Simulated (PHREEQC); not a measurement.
Solution (25 °C): 0.14 mol/kgw K2CO3, 0.18 mol/kgw KNO3 and 0.29 mol/kgw KH2PO4. Closed to the air; pH follows from the charge balance.

Model: ion-association model, phreeqc.dat, run in PHREEQC.

No solid was allowed to form.

**Question.** Order these P species by the share of P that they hold, largest first: HPO4-2, KHPO4-, H2PO4-.

**Answer.** HPO4-2 (47 %), H2PO4- (42 %), KHPO4- (11 %)

The pH is 6.69 and the ionic strength 0.856 mol/kgw. Caution: at this ionic strength the ion-association model is outside its range; a Pitzer model would be the better tool where its parameters exist.
